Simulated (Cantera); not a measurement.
A closed system holds: 1 mol SiCl₄, 5.8 mol H₂O, held at 1700 K and 1.00 Torr.

Equilibrium computed with Cantera from the NASA thermochemical tables; the gas is ideal and each condensed phase is pure. Candidate condensed phases: H₂O, Si, SiO₂; 30 gas species. The tables hold silica as quartz up to 1696 K and as liquid above; real silica turns to tridymite and cristobalite and melts near 1996 K. Kinetics and transport are ignored.

Task: What is the equilibrium state?

Result: 
```
Property                             Result
--------------------------------  ---------
x(HCl)                                0.492
x(H₂O)                                0.480
x(Cl)                                0.0157
x(H₂)                               0.00968
x(OH)                               0.00102
x(O₂)                              0.000744
x(H)                               0.000397
x(O)                                3.34e-5
x(Cl₂)                              8.90e-6
n(SiO₂(condensed))                1.000 mol
gas amount                        7.874 mol
log10 activity of Si(l) (absent)     -12.71
```
